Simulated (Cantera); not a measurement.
An isothermal, constant-pressure homogeneous reactor starts with N₂O : N₂ = 1 : 0.25 (molar parts), at 1200 K and 0.0230 bar.

Cantera simulation using GRI-Mech 3.0 (53 species, 325 reactions); the numbers are that mechanism's predictions, not measurements. GRI-Mech 3.0 was tuned for natural gas; its chemistry of N2O as a main component is partial and can be far from experiment. Radical loss at walls, strong at low pressure, is not modelled. The mechanism lacks the step 2 NO + O2 → 2 NO2, which can matter for NO2 below about 1400 K. The temperature is held fixed by assumption; the heat of reaction is taken as removed at once.

Predict: x(N₂O) at 10.0 s; x(N₂) at 10.0 s; x(O₂) at 10.0 s; x(NO) at 10.0 s; x(O) at 10.0 s.


* **x(N₂O) at 10.0 s**: 0.659 (gas-phase equilibrium 2.21e-9)
* **x(N₂) at 10.0 s**: 0.285 (gas-phase equilibrium 0.714)
* **x(O₂) at 10.0 s**: 0.0450 (gas-phase equilibrium 0.286)
* **x(NO) at 10.0 s**: 0.0105 (gas-phase equilibrium 0.000218)
* **x(O) at 10.0 s**: 1.83e-6 (gas-phase equilibrium 8.89e-8)
